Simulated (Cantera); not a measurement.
Predominance diagram of Ca at 1150 K against the partial pressures of O2 and Cl2 (log10, bar). Standard-state values (1 bar) from the NASA 1993 polynomials, evaluated with Cantera. Candidates: Ca(l), CaCl2(l), CaO(s). Only these pure phases compete in this equilibrium. Not in the tables: oxide halides.

Q: Which phase is stable at these pairs, and which metal-bearing vapour leads over it? (0, -15.6); (-8, -24.5); (-15, -24.5); (-1, -11.2); (-8, 0); (-11, -22.3); (-5, -4.5)

A: 
| log p(O2) | log p(Cl2) | phase | chief vapour | log p (bar) |
|---|---|---|---|---|
| 0 | -15.6 | CaO(s) | CaCl2 | -16.4 |
| -8 | -24.5 | CaO(s) | CaCl2 | -21.3 |
| -15 | -24.5 | CaO(s) | CaCl2 | -17.8 |
| -1 | -11.2 | CaO(s) | CaCl2 | -11.5 |
| -8 | 0 | CaCl2(l) | CaCl2 | -5.7 |
| -11 | -22.3 | CaO(s) | CaCl2 | -17.6 |
| -5 | -4.5 | CaCl2(l) | CaCl2 | -5.7 |
